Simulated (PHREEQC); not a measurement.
Dissolve 0.0014 mol/kgw NH4BF4 at 22 °C. Closed to the air; pH follows from the charge balance.

All values are PHREEQC results (ion-association model, phreeqc.dat), not measurements.

Each row changes one thing in this solution. This is a speciation only: nothing precipitates in the calculation.

| case | pH | ionic strength (mol/kgw) | NH3 (mol/kgw) |
|---|---|---|---|
| as made | 3.10 | 0.00224 | 7.65e-10 |
| temperature from 22 to 15 °C | 3.08 | 0.00227 | ? |
| NH4BF4 replaced by NH4Cl at the same molality | 6.11 | 0.00140 | 7.96e-7 |
| NH4BF4 from 0.0014 to 0.0028 mol/kgw | 3.04 | ? | 1.31e-9 |
| diluted 10-fold with water | 3.58 | 0.000410 | 2.39e-10 |
| 0.0028 mol/kgw LiOH added | 3.88 | 0.00434 | 4.55e-9 |
| 8.6e-05 mol/kgw Na2SO4 added | 3.10 | 0.00249 | 7.64e-10 |
| temperature from 22 to 45 °C | 3.16 | 0.00212 | 4.12e-9 |
| diluted 5-fold with water | 3.38 | 0.000709 | 3.00e-10 |

Question: Some entries are withheld; supply them.

Answer: 
- temperature from 22 to 15 °C, NH3 (mol/kgw): 4.41e-10
- NH4BF4 from 0.0014 to 0.0028 mol/kgw, ionic strength (mol/kgw): 0.00377

Complexes and solids missing from the database can't appear. Constants without temperature data keep their 25 °C values here. Real BF4- forms and hydrolyses slowly; the run takes it at equilibrium.
